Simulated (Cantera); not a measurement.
**CO₂ + H₂ (abatement and gas-phase synthesis)**

Charge: 1 mol CO₂, 3 mol H₂, equilibrated at 1.20 bar.

These are equilibrium values from Cantera (NASA tables, ideal gas, pure condensed phases), not measurements of a reactor. Candidate condensed phases: C, C₆H₆, C₇H₈, C₈H₁₈, H₂O; 110 gas species. The numbers say what is thermodynamically allowed, not how fast it happens.

```
T (K)  log p H₂  log p H  log p CO  log p H₂O  log p OH  log p O  log p CO₂
-----  --------  -------  --------  ---------  --------  -------  ---------
3048      -0.28    -0.88     -0.58      -0.62     -1.68    -2.50      -1.80
3098      -0.29    -0.82     -0.58      -0.64     -1.61    -2.36      -1.81
3148      -0.30    -0.76     -0.59      -0.65     -1.55    -2.23      -1.82
3198      -0.32    -0.71     -0.59      -0.67     -1.49    -2.10      -1.84
3248      -0.33    -0.66     -0.60      -0.70     -1.43    -1.99      -1.86
3298      -0.35    -0.61     -0.61      -0.73     -1.38    -1.87      -1.89
3348      -0.36    -0.57     -0.61      -0.76     -1.34    -1.77      -1.91
3398      -0.38    -0.52     -0.62      -0.79     -1.30    -1.67      -1.94
3448      -0.40    -0.48     -0.63      -0.84     -1.27    -1.58      -1.98
```
log p: log10 of the partial pressure in bar; nothing condenses.

From 3048 K to 3448 K nothing is condensed. The main C-bearing gas is CO throughout.
